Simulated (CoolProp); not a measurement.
Vapour pressure (MPa) of C2F6 (R116): the reference equation beside estimates from Tc = 293.0 K, pc = 3.048 MPa, ω = 0.257. Clausius-Clapeyron is anchored at 178.5 K with a constant enthalpy of vaporisation of 17.08 kJ/mol.

The numbers come from the reference Helmholtz-energy equation of state, Lemmon 2006 in CoolProp. It is a short technical equation, of lower accuracy than the large ones.

```csv
T (K),reference,Lee-Kesler,Clausius-Clapeyron,van der Waals,Soave-Redlich-Kwong,Peng-Robinson
178.5,0.03777,0.03709,0.03777,0.2888,0.03735,0.03806
180.5,0.04303,0.04233,0.04290,0.3076,0.04258,0.04330
182.5,0.04886,0.04815,0.04860,0.3273,0.04839,0.04910
184.5,0.05531,0.05459,0.05491,0.3478,0.05482,0.05550
186.5,0.06241,0.06170,0.06188,0.3691,0.06191,0.06256
188.5,0.07022,0.06952,0.06955,0.3913,0.06970,0.07030
190.6,0.07922,0.07855,0.07843,0.4155,0.07871,0.07924
192.6,0.08861,0.08799,0.08772,0.4395,0.08811,0.08856
194.6,0.09885,0.09829,0.09788,0.4644,0.09837,0.09872
196.6,0.1100,0.1095,0.1090,0.4903,0.1095,0.1098
198.6,0.1221,0.1217,0.1211,0.5170,0.1217,0.1218
200.6,0.1352,0.1349,0.1342,0.5447,0.1349,0.1348
202.6,0.1494,0.1492,0.1485,0.5734,0.1491,0.1488
204.6,0.1646,0.1646,0.1640,0.6030,0.1645,0.1640
206.6,0.1811,0.1812,0.1807,0.6337,0.1811,0.1803
```

Absolute difference from the reference over all 15 rows, mean and median: Lee-Kesler 0.8 and 0.7 %, Clausius-Clapeyron 0.7 and 0.7 %, van der Waals 419.3 and 396.0 %, Soave-Redlich-Kwong 0.6 and 0.6 %, Peng-Robinson 0.3 and 0.3 %.
